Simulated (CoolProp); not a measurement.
Vapour-liquid equilibrium of R143a (1) + R1234yf (2) at 22.65 °C; x and y are mole fractions of (1).

Computed with CoolProp (multi-fluid Helmholtz-energy mixture model, Lemmon and Jacobsen 2000 and Lemmon 2022; pair parameters Bell 2016).

```
x      bubble pressure, mixture model (bar)  bubble pressure, Raoult's law (bar)  y, mixture model  y, Raoult's law
-----  ------------------------------------  -----------------------------------  ----------------  ---------------
0.05                                  6.683                                6.661             0.084            0.089
0.125                                 7.116                                7.072             0.196            0.210
0.2                                   7.541                                7.482             0.296            0.317
0.275                                 7.958                                7.893             0.387            0.413
0.35                                  8.370                                8.303             0.469            0.500
0.425                                 8.776                                8.714             0.544            0.578
0.5                                   9.180                                9.125             0.615            0.650
0.575                                 9.581                                9.535             0.681            0.715
0.65                                  9.982                                9.946             0.743            0.775
0.725                                 10.38                                10.36             0.802            0.830
0.8                                   10.78                                10.77             0.859            0.881
0.875                                 11.19                                11.18             0.913            0.929
0.95                                  11.59                                11.59             0.966            0.972
```

The largest gap from Raoult's law is +0.8 % in bubble pressure, at x = 0.275. No azeotrope shows between x = 0.05 and 0.95.

The pair parameters rest on a limited set of measurements; away from them the model extrapolates.
